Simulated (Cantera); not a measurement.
**Silicon oxide and oxynitride deposition: TEOS + N₂O + N₂**

A closed system holds: 1 mol TEOS, 2.7 mol N₂O, 2.4 mol N₂, equilibrated at 1.00 bar.

These are equilibrium values from Cantera (NASA tables, ideal gas, pure condensed phases), not measurements of a reactor. Candidate condensed phases: C, C₆H₆, C₇H₈, C₈H₁₈, H₂O, Si, SiC, SiO₂, Si₂N₂O, Si₃N₄; 151 gas species. The feed counts by its element totals alone. Mutual solubility and eutectic melting of coexisting phases are not modelled. The tables hold silica as quartz up to 1696 K and as liquid above; real silica turns to tridymite and cristobalite and melts near 1996 K. Kinetics and transport are ignored.

```tsv
T (K)	x H₂	x CO	x N₂	x CH₄	x HCN	n C(graphite)	n SiO₂(β-quartz)	n Si₂N₂O(s)
1373	0.503	0.237	0.258	0.00127	0.000143	3.29	1.000	0
1398	0.503	0.237	0.258	0.00111	0.000176	3.29	1.000	0
1423	0.503	0.237	0.258	0.000965	0.000215	3.29	1.000	0
1448	0.504	0.237	0.258	0.000846	0.000260	3.29	1.000	0
1473	0.504	0.237	0.258	0.000745	0.000314	3.28	1.000	0
1498	0.490	0.272	0.237	0.000623	0.000355	2.44	0.435	0.282
1523	0.480	0.298	0.221	0.000530	0.000404	1.79	0	0.500
1548	0.480	0.298	0.221	0.000472	0.000478	1.78	0	0.500
1573	0.480	0.298	0.221	0.000422	0.000562	1.78	0	0.500
1598	0.480	0.298	0.221	0.000379	0.000658	1.78	0	0.500
1623	0.480	0.298	0.221	0.000341	0.000767	1.78	0	0.500
1648	0.480	0.298	0.221	0.000308	0.000889	1.78	0	0.499
1673	0.480	0.298	0.221	0.000279	0.00103	1.77	0	0.499
```
x: gas mole fraction; n: condensed amount in mol.

From 1373 K to 1473 K the condensed part is C(graphite) + SiO₂(β-quartz). At 1498 K the condensed part is C(graphite) + SiO₂(β-quartz) + Si₂N₂O(s). From 1523 K to 1673 K the condensed part is C(graphite) + Si₂N₂O(s). The main Si-bearing gas is SiO throughout.
